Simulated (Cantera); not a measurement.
**Carbon deposition, reforming and gasification: C2H2 + H2**

A closed system holds: 1 mol C2H2, 6 mol H2, equilibrated at 7.50 Torr.

Method: chemical equilibrium by Gibbs-energy minimisation in Cantera with the NASA 1993 tables (ideal gas, pure condensed phases). Candidate condensed phases: C, C6H6, C7H8, C8H18; 76 gas species. Rates play no part.

```tsv
T (K)	log p H2	log p H	log p C3	log p C2H2 (acetylene)	log p C2H	log p C	log p C2	n C(graphite)
975	-2.00	-9.94	<-14	-11.24	<-14	<-14	<-14	1.99
1175	-2.00	-7.91	<-14	-9.20	<-14	<-14	<-14	2.00
1375	-2.00	-6.47	<-14	-7.75	<-14	<-14	<-14	2.00
1575	-2.00	-5.38	<-14	-6.68	-12.59	<-14	<-14	2.00
1775	-2.00	-4.54	-13.28	-5.85	-10.49	-12.89	<-14	2.00
1975	-2.01	-3.87	-10.83	-5.19	-8.82	-10.75	-11.90	1.99
2175	-2.02	-3.32	-8.84	-4.67	-7.46	-9.01	-9.90	1.97
2375	-2.06	-2.88	-7.19	-4.27	-6.35	-7.56	-8.24	1.92
2575	-2.16	-2.54	-5.81	-3.99	-5.45	-6.34	-6.84	1.82
2775	-2.33	-2.29	-4.64	-3.84	-4.72	-5.30	-5.65	1.61
2975	-2.63	-2.15	-3.62	-3.86	-4.17	-4.40	-4.62	0.563
```
log p: log10 of the partial pressure in bar; n: condensed amount in mol.

From 975 K to 2975 K the condensed part is C(graphite). The main C-bearing gas is CH4 at 975 K and C3 at 2975 K.
